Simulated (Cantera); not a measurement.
Input (Python, Cantera) and output of one run.

```python
import numpy as np
import cantera as ct

gas_names = """
    AL ALH ALN ALO ALOH ALO2 ALO2H AL2 AL2O AL2O2 H HALO HNO HNO2 HNO3 HO2 H2 H2O H2O2 N NH NH2 NH3
    NH2OH NO NO2 NO3 N2 N2H2 N2H4 N2O O OH O2 O3
""".split()
cond_names = """
    AL(cr) AL(L) ALN(s) AL2O3(a) AL2O3(L) H2O(s) H2O(L)
""".split()


def load(file, names, dense=False):
    # The tables refer to 1 bar. Condensed volumes are neglected.
    table = {s.name: s for s in ct.Species.list_from_file(file)}
    out = []
    for n in names:
        d = dict(table[n].input_data)
        d["thermo"] = dict(d["thermo"], **{"reference-pressure": 1e5})
        if dense:
            d["equation-of-state"] = {"model": "constant-volume", "density": "1e6 g/cm^3"}
        out.append(ct.Species.from_dict(d))
    return out


gas = ct.Solution(thermo="ideal-gas", species=load("nasa_gas.yaml", gas_names))
cond = {s.name: ct.Solution(thermo="fixed-stoichiometry", species=[s], name=s.name)
        for s in load("nasa_condensed.yaml", cond_names, dense=True)}
atoms = {
    'AlN': {'AL': 1, 'N': 1},
    'H2O': {'H': 2, 'O': 1},
    'N2': {'N': 2},
}
top_T = {'ALN(s)': 2750}  # K; cautious upper limits of use, not melting points


def equilibrate(T, P, feed):
    n = {}
    for name, mol in feed.items():
        for a, k in atoms[name].items():
            n[a] = n.get(a, 0.0) + k * mol
    gas.TPX = T, P, n
    mass = sum(n.values()) * gas.mean_molecular_weight
    gas.equilibrate("TP")
    valid = [c for c in cond.values() if c.min_temp <= T <= top_T.get(c.name, c.max_temp)]
    mix = ct.Mixture([(gas, mass / gas.mean_molecular_weight)] + [(c, 0.0) for c in valid])
    mix.T, mix.P = T, P
    mix.equilibrate("TP", solver="vcs", rtol=1e-11, max_steps=5000)
    return mix


results = []
feed = {'AlN': 1, 'H2O': 0.97, 'N2': 65}  # mol
P = 2.4  # Pa
for T in [1225, 1300, 1375, 1450, 1525, 1600, 1675, 1750, 1825, 1900, 1975, 2050]:
    mix = equilibrate(T, P, feed)
    results.append((T, P, feed, dict(zip(mix.species_names, mix.species_moles))))

top = {s: max(r[3][s] / sum(r[3][g] for g in gas_names) for r in results) for s in gas_names}
cols = sorted((s for s in top if top[s] > 0.0001), key=lambda s: -top[s])[:7]
seen = [c for c in cond_names if any(r[3].get(c, 0) > 1e-12 for r in results)]
print("log10 of partial pressures in bar; condensed amounts in mol")
print(f"{'T/K':>10s}" + "".join(f"{s[:9]:>10s}" for s in cols + seen))
for T, P, feed, n in results:
    ng = sum(n[g] for g in gas_names)
    print(f"{T:10.4g}" + "".join(f"{np.log10(max(n[s] / ng * P / 1e5, 1e-99)):10.3f}" for s in cols)
          + "".join(f"{n.get(c, 0):10.4g}" for c in seen))
```

Output:

```
log10 of partial pressures in bar; condensed amounts in mol
       T/K        N2         H        H2        AL      AL2O       ALO         O    ALN(s)  AL2O3(a)
      1225    -4.626    -9.734    -6.455   -12.889   -15.442   -18.897   -21.938    0.3533    0.3233
      1300    -4.626    -9.184    -6.455   -11.315   -13.425   -17.127   -20.468    0.3533    0.3233
      1375    -4.626    -8.693    -6.456    -9.915   -11.633   -15.553   -19.158     0.353    0.3233
      1450    -4.626    -8.253    -6.458    -8.661   -10.030   -14.143   -17.984     0.347    0.3232
      1525    -4.627    -7.858    -6.464    -7.532    -8.588   -12.874   -16.926    0.2624    0.3209
      1600    -4.629    -7.504    -6.478    -6.961    -7.885   -11.876   -15.666         0    0.3112
      1675    -4.629    -7.186    -6.501    -6.954    -7.931   -11.139   -14.178         0    0.3124
      1750    -4.630    -6.906    -6.545    -6.949    -7.975   -10.466   -12.818         0    0.3134
      1825    -4.630    -6.667    -6.621    -6.945    -8.017    -9.850   -11.571         0    0.3141
      1900    -4.631    -6.475    -6.749    -6.942    -8.058    -9.283   -10.422         0    0.3143
      1975    -4.633    -6.336    -6.944    -6.939    -8.097    -8.760    -9.362         0     0.313
      2050    -4.634    -6.250    -7.211    -6.930    -8.125    -8.274    -8.384         0    0.3054
```

Method: chemical equilibrium by Gibbs-energy minimisation in Cantera with the NASA 1993 tables (ideal gas, pure condensed phases). Mutual solubility and eutectic melting of coexisting phases are not modelled. The tables' values for AlOH are old estimates; treat these amounts as uncertain. Condensed phases not in the tables: aluminium oxynitride.
